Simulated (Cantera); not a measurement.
Feed: 1 mol C₂H₆, a varied amount of CO₂, at 1073.15 K and 14.0 mbar.

Cantera equilibrium calculation (NASA polynomials, part measured and part estimated; ideal gas, pure solids and liquids). Candidate condensed phases: C, C₆H₆, C₇H₈, C₈H₁₈, H₂O; 110 gas species. Kinetics and transport are ignored.

Task: Which condensed phases are stable at each of these points (n(CO₂) (mol)): 0.091, 0.16, 0.28, 0.5, 0.89, 1.6, 2.8, 5?

Result: 
```
n(CO₂) (mol)  condensed phases  C condensed (%)
------------  ----------------  ---------------
0.091              C(graphite)             91.2
0.16               C(graphite)             85.1
0.28               C(graphite)             75.4
0.5                C(graphite)             60.0
0.89               C(graphite)             38.5
1.6                C(graphite)             11.3
2.8                   gas only              0.0
5                     gas only              0.0
```

From 0.091 mol CO₂ to 1.6 mol CO₂ the condensed part is C(graphite). From 2.8 mol CO₂ to 5 mol CO₂ nothing is condensed.
